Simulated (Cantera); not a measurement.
An adiabatic, constant-pressure homogeneous reactor starts with CH4 : C2H6 : O2 : N2 = 1 : 0.057 : 2.78 : 10.5 (molar parts), at 1275 K and 1.01 bar.

Cantera simulation using GRI-Mech 3.0 (53 species, 325 reactions); the numbers are that mechanism's predictions, not measurements.

Question: Predict: time of steepest temperature rise; temperature at 2.00 s; equilibrium temperature; x(O2) at 2.00 s; x(OH) at 2.00 s; x(O) at 2.00 s.

Answer: 
```json
{
 "time_of_steepest_temperature_rise": "4.17 ms",
 "temperature at 2.00 s": "2556 K",
 "equilibrium_temperature": "2556 K",
 "x(O2) at 2.00 s": "0.0400 (gas-phase equilibrium 0.0400)",
 "x(OH) at 2.00 s": "0.0132 (gas-phase equilibrium 0.0132)",
 "x(O) at 2.00 s": "0.00378 (gas-phase equilibrium 0.00378)"
}
```
